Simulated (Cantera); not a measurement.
Roasting and sulfation: FeS + SO2 + O2

A closed system holds: 1 mol FeS, 2.8 mol SO2, 6.2 mol O2, at 1623.15 K.

These are equilibrium values from Cantera (NASA tables, ideal gas, pure condensed phases), not measurements of a reactor. Candidate condensed phases: Fe, FeO, FeS, FeSO4, FeS2, Fe2O3, Fe2(SO4)3, Fe3O4, S; 12 gas species. The numbers say what is thermodynamically allowed, not how fast it happens.

From 10.0 mbar to 46.0 mbar the condensed part is Fe3O4(s). From 0.210 bar to 20.0 bar the condensed part is Fe2O3(s).

| P (Pa) | x O2 | x SO2 | x SO3 | x O | x SO | x FeO | n Fe3O4(s) | n Fe2O3(s) |
|---|---|---|---|---|---|---|---|---|
| 1000 | 0.544 | 0.455 | 0.000703 | 0.000140 | 1.36e-5 | 9.95e-8 | 0.333 | 0 |
| 4600 | 0.544 | 0.455 | 0.00151 | 6.55e-5 | 6.34e-6 | 1.68e-8 | 0.333 | 0 |
| 21000 | 0.539 | 0.458 | 0.00323 | 3.05e-5 | 3.00e-6 | 2.80e-9 | 0 | 0.500 |
| 96000 | 0.538 | 0.455 | 0.00685 | 1.43e-5 | 1.40e-6 | 4.20e-10 | 0 | 0.500 |
| 440000 | 0.536 | 0.449 | 0.0145 | 6.65e-6 | 6.45e-7 | 6.26e-11 | 0 | 0.500 |
| 2000000 | 0.533 | 0.438 | 0.0299 | 3.11e-6 | 2.95e-7 | 9.45e-12 | 0 | 0.500 |
x: gas mole fraction; n: condensed amount in mol.
